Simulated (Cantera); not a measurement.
# Ignition delay

Mixture: CH₄ : O₂ : N₂ : H₂O = 1 : 1.11 : 4.18 : 0.77 (molar parts), equivalence ratio 1.8, at 9.87 atm, adiabatic and at constant pressure. Ignition delay is the time to a rise of 400 K.

Detailed kinetics in Cantera: GRI-Mech 3.0 (53 species, 325 reactions).

| T0 (K) | delay (ms) |
|---|---|
| 1100 | 23.5 |
| 1175 | 9.15 |
| 1250 | 3.91 |
| 1325 | 1.78 |
| 1400 | 0.835 |
| 1475 | 0.400 |
| 1550 | 0.195 |
| 1625 | 0.0967 |
| 1700 | 0.0495 |
| 1775 | 0.0265 |

```json
{
 "apparent activation energy between 1625 and 1775 K": "210 kJ/mol"
}
```
